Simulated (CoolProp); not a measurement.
Properties of acetone at several states (Tc = 235.0 °C, pc = 46.92 bar, ω = 0.307).

Values from CoolProp's reference Helmholtz-energy equation of state, Lemmon 2006. It is a short technical equation, of lower accuracy than the large ones.

| T (°C) | p (bar) | phase | cp (kJ/(kg K)) | cv (kJ/(kg K)) |
|---|---|---|---|---|
| 209.65 | 7.09 | gas | 1.947 | 1.736 |
| -51.15 | 76 | liquid | 2.012 | 1.459 |
| -45.55 | 4.63 | liquid | 2.022 | 1.462 |
